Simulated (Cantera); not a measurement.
**Equilibrium for silicon carbide growth: SiH₄ + CH₄ + H₂ + C₃H₈**

Feed: 1 mol SiH₄, 0.029 mol CH₄, 4.3 mol H₂, 0.15 mol C₃H₈, held at 2423.15 K.

Cantera equilibrium calculation (NASA polynomials, part measured and part estimated; ideal gas, pure solids and liquids). Candidate condensed phases: C, C₆H₆, C₇H₈, C₈H₁₈, Si, SiC; 87 gas species. Mutual solubility and eutectic melting of coexisting phases are not modelled. Gases not in the tables: Si₂H₆ and higher silanes. Kinetics and transport are ignored.

```
P (Pa)  log p H₂  log p H  log p Si  log p SiC₂  log p Si₂C  n C(graphite)  n SiC(s)  n Si(l)
------  --------  -------  --------  ----------  ----------  -------------  --------  -------
100        -3.30    -3.40     -4.09       -4.78       -5.84         0.0484         0        0
240        -2.84    -3.17     -3.70       -4.39       -5.05         0.0382         0        0
560        -2.41    -2.96     -3.35       -4.04       -4.35         0.0248         0        0
1300       -1.99    -2.75     -3.08       -4.17       -4.02              0     0.293        0
3200       -1.57    -2.54     -2.74       -4.51       -3.68              0     0.404        0
7500       -1.17    -2.34     -2.58       -4.67       -3.51              0     0.440    0.193
18000      -0.77    -2.14     -2.58       -4.67       -3.51              0     0.461    0.384
42000      -0.39    -1.95     -2.58       -4.67       -3.51              0     0.469    0.460
100000     -0.01    -1.76     -2.58       -4.67       -3.51              0     0.472    0.493
```
log p: log10 of the partial pressure in bar; n: condensed amount in mol.

From 0.750 Torr to 4.20 Torr the condensed part is C(graphite). From 9.75 Torr to 24.0 Torr the condensed part is SiC(s). From 56.3 Torr to 750 Torr the condensed part is Si(l) + SiC(s). The main Si-bearing gas is Si throughout.
